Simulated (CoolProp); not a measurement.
A simple Rankine cycle with n-hexane: condensing at 332.15 K, boiler at 0.392 MPa, turbine inlet 432.2 K, turbine efficiency 0.8, pump efficiency 0.6, no recuperator. Each further row changes one setting.

The numbers come from the reference Helmholtz-energy equation of state, Thol 2019 in CoolProp.

```tsv
case	thermal efficiency (%)	net work (kJ/kg)	heat in (kJ/kg)	turbine exit temperature (K)	volume ratio over the turbine
as stated	9.3	50.2	538	404.6	5.32
turbine inlet 452.2 K	9.1	53.1	[?]	[?]	5.28
condensing temperature 324.15 K	10.5	58.5	[?]	400.5	6.98
boiler pressure 0.274 MPa	7.4	[?]	542	411.1	[?]
turbine efficiency 0.7	[?]	43.8	538	407.6	[?]
```

Question: Complete the blanks.

Answer: 
- turbine inlet 452.2 K, heat in (kJ/kg): 586
- turbine inlet 452.2 K, turbine exit temperature (K): 424.9
- condensing temperature 324.15 K, heat in (kJ/kg): 557
- boiler pressure 0.274 MPa, net work (kJ/kg): 40.4
- boiler pressure 0.274 MPa, volume ratio over the turbine: 3.68
- turbine efficiency 0.7, thermal efficiency (%): 8.1
- turbine efficiency 0.7, volume ratio over the turbine: 5.36
